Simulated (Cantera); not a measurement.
A perfectly stirred reactor is fed with CH4 : C2H6 : C3H8 : O2 : N2 = 1 : 0.43 : 1 : 10.4 : 39 (molar parts), equivalence ratio 0.82, at 2030 Torr; it is adiabatic with a 750 K inlet, and is followed from long to short residence time, starting on the burning branch (τ in s: 0.026, 0.014, 0.0074, 0.004, 0.0021, 0.0011, 0.00061, 0.00033, 0.00018, 9.5e-05).

Model: GRI-Mech 3.0 (53 species, 325 reactions), integrated in Cantera. GRI-Mech 3.0 was tuned for natural gas; its chemistry of propane as a main component is partial and can be far from experiment.

Question: What does this change do: inlet temperature 750 to 625 K?

Answer: 
```json
[
 {"quantity": "blow-out, bracketed by the residence times tried", "before": "burning at 95.0 µs, the shortest tried", "after": "burning at 95.0 µs, the shortest tried"},
 {"quantity": "x(CH4) at τ = 26.0 ms", "before": "7.40e-7", "after": "1.05e-6"},
 {"quantity": "x(C2H6) at τ = 26.0 ms", "before": "3.67e-8", "after": "5.31e-8"},
 {"quantity": "x(C3H8) at τ = 26.0 ms", "before": "1.06e-7", "after": "1.46e-7"},
 {"quantity": "x(C2H) at τ = 26.0 ms", "before": "5.63e-9", "after": "6.31e-9"},
 {"quantity": "x(CH2CO) at τ = 26.0 ms", "before": "1.38e-7", "after": "2.10e-7"},
 {"quantity": "x(CH4) at τ = 1.10 ms", "before": "1.00e-5", "after": "1.22e-5"},
 {"quantity": "x(C2H6) at τ = 1.10 ms", "before": "7.43e-7", "after": "9.83e-7"},
 {"quantity": "x(C3H8) at τ = 1.10 ms", "before": "1.83e-6", "after": "2.33e-6"},
 {"quantity": "x(C2H) at τ = 1.10 ms", "before": "6.22e-8", "after": "5.93e-8"},
 {"quantity": "x(CH2CO) at τ = 1.10 ms", "before": "3.01e-6", "after": "4.12e-6"}
]
```
